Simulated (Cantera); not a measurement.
Charge: 1 mol TiCl4, 0.93 mol C3H8, equilibrated at 1225 °C and 16.0 Pa.

Cantera equilibrium calculation (NASA polynomials, part measured and part estimated; ideal gas, pure solids and liquids). Candidate condensed phases: C, C6H6, C7H8, C8H18, Ti, TiC, TiCl2, TiCl3, TiCl4; 96 gas species. The tables' values for TiCl2 are old estimates; treat these amounts as uncertain. TiC: taken at fixed stoichiometry. The numbers say what is thermodynamically allowed, not how fast it happens.

Base state: HCl 0.675, H2 0.314, TiCl3 0.00760, Cl 0.00132, H 0.000763, TiCl4 0.000366, TiCl2 0.000306 (mole fractions); condensed: C(graphite) + TiC(s).

Task: What changes in the equilibrium state with this change: temperature from 1225 °C to 925 °C?

Result: 
```tsv
species	before	after
HCl	0.675	0.613
H2	0.314	0.357
TiCl3	0.00760	0.0199
TiCl4	0.000366	0.0102
Cl	0.00132	1.34e-5
H	0.000763	9.01e-6
C(graphite), mol	1.84	1.96
TiC(s), mol	0.953	0.831
```

Task: What changes in the equilibrium state with this change: pressure from 16.0 Pa to 133 Pa?

Result: 
| species | before | after |
|---|---|---|
| HCl | 0.675 | 0.645 |
| H2 | 0.314 | 0.335 |
| TiCl3 | 0.00760 | 0.0174 |
| TiCl4 | 0.000366 | 0.00223 |
| Cl | 0.00132 | 0.000424 |
| H | 0.000763 | 0.000273 |
| TiCl2 | 0.000306 | 0.000261 |
| C(graphite), mol | 1.84 | 1.90 |
| TiC(s), mol | 0.953 | 0.888 |
